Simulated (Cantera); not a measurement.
An isothermal, constant-pressure homogeneous reactor starts with NH3 : H2 = 1 : 13 (molar parts), at 1250 K and 20.0 Torr. Integrator tolerance rtol = 1e-08.

Cantera simulation using the gas-phase N/H chemistry of the illustrative SiF4/NH3 mechanism in the Surface Chemkin manual (1991); the numbers are that mechanism's predictions, not measurements. Walls and surfaces, which speed up NH3 decomposition in real reactors, are not modelled.

Question: What does this change do: temperature 1250 to 1898 K?

Answer: 
```json
[
 {"quantity": "x(NH3) at 1.00 s", "before": "0.0714 (gas-phase equilibrium 6.93e-7)", "after": "0.0555 (gas-phase equilibrium 1.10e-7)"},
 {"quantity": "x(H2) at 1.00 s", "before": "0.929 (gas-phase equilibrium 0.967)", "after": "0.936 (gas-phase equilibrium 0.962)"},
 {"quantity": "x(N) at 1.00 s", "before": "<1e-12 (gas-phase equilibrium <1e-12)", "after": "5.09e-7 (gas-phase equilibrium 2.13e-10)"},
 {"quantity": "x(N2H2) at 1.00 s", "before": "<1e-12 (gas-phase equilibrium <1e-12)", "after": "1.77e-7 (gas-phase equilibrium <1e-12)"},
 {"quantity": "x(NH2) at 1.00 s", "before": "8.74e-9 (gas-phase equilibrium 3.57e-12)", "after": "0.000129 (gas-phase equilibrium 1.51e-9)"}
]
```
